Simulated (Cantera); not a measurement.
Cantera run, input and output.

```python
import numpy as np
import cantera as ct

gas = ct.Solution("gri30.yaml")
gas.TPX = 1400, 780000, {'H2': 1, 'O2': 0.25, 'N2': 2.06}
reactor = ct.IdealGasConstPressureReactor(gas, energy="on", clone=False)
net = ct.ReactorNet([reactor])
net.rtol, net.atol = 1e-08, 1e-16
show = ['H2', 'O2', 'N2O', 'NO2', 'HO2', 'NO', 'OH']
times = np.geomspace(1e-06, 0.5, 13)

steps = ct.SolutionArray(gas, extra=["t"])
rows = []
print(f"{'t/s':>10s}{'T/K':>9s}{'P/Pa':>11s}" + "".join(f"{s:>11s}" for s in show))
for t in times:
    while net.time < t:
        t_next = net.step()
        steps.append(gas.state, t=t_next)
    rows.append([np.interp(t, steps.t, y) for y in (steps.T, steps.P, *steps(*show).X.T)])
    print(f"{t:10.3e}{rows[-1][0]:9.1f}{rows[-1][1]:11.4g}" + "".join(f"{x:11.3e}" for x in rows[-1][2:]))
rate = np.gradient(steps.T, steps.t)
print("integrator steps:", len(steps.t))
if steps.T.max() > steps.T[0] + 200:
    print(f"time of steepest temperature rise: {steps.t[rate.argmax()]:.4e} s")
gas.TPX = 1400, 780000, {'H2': 1, 'O2': 0.25, 'N2': 2.06}
gas.equilibrate("HP")
print(f"equilibrium (HP): T = {gas.T:.1f} K  " + "  ".join(f"{s} {gas[s].X[0]:.3e}" for s in show))
```

Output:

```
       t/s      T/K       P/Pa         H2         O2        N2O        NO2        HO2         NO         OH
 1.000e-06   1400.0    7.8e+05  3.021e-01  7.553e-02  1.306e-12  1.958e-20  8.221e-07  1.099e-15  7.826e-08
 2.985e-06   1401.6    7.8e+05  3.014e-01  7.514e-02  3.477e-10  8.681e-14  1.014e-04  4.684e-11  2.245e-05
 8.909e-06   2278.8    7.8e+05  1.508e-01  2.339e-04  2.275e-08  7.244e-10  8.766e-07  2.451e-05  4.231e-03
 2.659e-05   2417.4    7.8e+05  1.595e-01  2.212e-05  1.215e-08  4.383e-10  7.618e-08  3.046e-05  1.491e-03
 7.937e-05   2449.5    7.8e+05  1.617e-01  4.233e-06  9.353e-09  3.258e-10  9.782e-09  3.137e-05  6.899e-04
 2.369e-04   2453.6    7.8e+05  1.620e-01  2.931e-06  8.940e-09  3.178e-10  6.154e-09  3.270e-05  5.833e-04
 7.071e-04   2453.5    7.8e+05  1.620e-01  2.922e-06  9.072e-09  3.697e-10  6.132e-09  3.806e-05  5.825e-04
 2.111e-03   2453.4    7.8e+05  1.620e-01  2.918e-06  9.480e-09  4.951e-10  6.124e-09  5.099e-05  5.821e-04
 6.300e-03   2453.3    7.8e+05  1.620e-01  2.913e-06  1.021e-08  6.637e-10  6.113e-09  6.841e-05  5.816e-04
 1.880e-02   2453.3    7.8e+05  1.620e-01  2.911e-06  1.044e-08  7.075e-10  6.111e-09  7.294e-05  5.814e-04
 5.612e-02   2453.3    7.8e+05  1.620e-01  2.911e-06  1.044e-08  7.078e-10  6.111e-09  7.297e-05  5.814e-04
 1.675e-01   2453.3    7.8e+05  1.620e-01  2.911e-06  1.044e-08  7.078e-10  6.111e-09  7.297e-05  5.814e-04
 5.000e-01   2453.3    7.8e+05  1.620e-01  2.911e-06  1.044e-08  7.078e-10  6.111e-09  7.297e-05  5.814e-04
integrator steps: 1307
time of steepest temperature rise: 4.7015e-06 s
equilibrium (HP): T = 2453.3 K  H2 1.620e-01  O2 2.911e-06  N2O 1.044e-08  NO2 7.078e-10  HO2 6.111e-09  NO 7.297e-05  OH 5.814e-04
```

Model: GRI-Mech 3.0 (53 species, 325 reactions), integrated in Cantera. The hydrogen kinetics of GRI-Mech 3.0 are dated; newer H2 mechanisms differ, most at raised pressure.
